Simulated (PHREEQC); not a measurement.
Solution (25 °C): 0.29 mol/kgw HF and 0.055 mol/kgw (CH3)4NF. It is in equilibrium with CO2 at log p = -3.5 (atm). Otherwise closed; pH follows from the charge balance.

Model: ion-association model, wateq4f.dat, run in PHREEQC.

This is a speciation only: nothing precipitates in the calculation.

Question: Order these F species by the share of F that they hold, largest first: H2F2, HF, F-, HF2-.

Answer: HF (43 %), H2F2 (34 %), HF2- (13 %), F- (11 %)

The pH is 2.48 and the ionic strength 0.0590 mol/kgw. (CH3)4N+ isn't in the database: it is added as a free cation with an ion size of 4 Å. wateq4f.dat counts part of the HF as a dimer, H2F2, which phreeqc.dat doesn't know; its constant is uncertain.
